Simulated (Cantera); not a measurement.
A Cantera script and its output.

```python
import numpy as np
import cantera as ct

gas = ct.Solution("gri30.yaml")
gas.TP = 300, 101325
flame = ct.CounterflowDiffusionFlame(gas, width=0.02)
flame.fuel_inlet.X, flame.fuel_inlet.T = {'CH4': 1, 'CO': 0.053, 'N2': 0.75}, 550
flame.oxidizer_inlet.X, flame.oxidizer_inlet.T = {'O2': 0.2, 'N2': 0.8}, 448
flame.set_refine_criteria(ratio=3, slope=0.12, curve=0.24, prune=0.03)
show = ['OH', 'H', 'NO', 'CO', 'C2H2']

rows = []
print(f"{'mdot':>8s}{'a_max':>10s}{'a_mean':>10s}{'Tmax/K':>9s}" + "".join(f"{s:>11s}" for s in show) + "   (peak mole fractions)")
for i, mdot in enumerate([0.25, 0.36, 0.52, 0.75, 1.1, 1.5, 2.2, 3.2]):  # kg/m2/s on the oxidiser side
    flame.oxidizer_inlet.mdot, flame.fuel_inlet.mdot = mdot, 0.89 * mdot
    flame.solve(loglevel=0, auto=(i == 0))
    if flame.T.max() < max(550, 448) + 100:
        print(f"{mdot:8.3g}  no burning solution found from the previous one")
        break
    dT = np.abs(np.gradient(flame.T, flame.grid))
    rows.append([flame.strain_rate("max"), flame.strain_rate("mean"), flame.T.max(),
                 *(flame.X[gas.species_index(s)].max() for s in show), max(dT[0], dT[-1]) / dT.max()])
    print(f"{mdot:8.3g}{rows[-1][0]:10.1f}{rows[-1][1]:10.1f}{rows[-1][2]:9.1f}" + "".join(f"{x:11.3e}" for x in rows[-1][3:-1]))
```

Output:

```
    mdot     a_max    a_mean   Tmax/K         OH          H         NO         CO       C2H2   (peak mole fractions)
    0.25     161.8      39.4   2004.5  5.746e-03  3.026e-03  1.945e-04  4.304e-02  7.484e-03
    0.36     224.7      56.8   1987.5  5.698e-03  3.172e-03  1.727e-04  4.291e-02  6.835e-03
    0.52     315.1      82.0   1970.0  5.617e-03  3.308e-03  1.481e-04  4.298e-02  6.258e-03
    0.75     443.8     118.3   1950.9  5.485e-03  3.416e-03  1.216e-04  4.325e-02  5.650e-03
     1.1     636.3     173.5   1925.2  5.230e-03  3.454e-03  9.114e-05  4.369e-02  4.886e-03
     1.5     852.2     236.6   1898.1  4.901e-03  3.391e-03  6.559e-05  4.423e-02  4.125e-03
     2.2    1218.0     347.1   1845.4  4.167e-03  3.035e-03  3.346e-05  4.498e-02  2.834e-03
     3.2  no burning solution found from the previous one
```

Detailed kinetics in Cantera: GRI-Mech 3.0 (53 species, 325 reactions). GRI-Mech 3.0 has no aromatics or soot, which form on the fuel side of real flames. The maximum strain rate includes the flame's own expansion and is several times the mean. A flux with no burning solution from the previous one only brackets extinction.
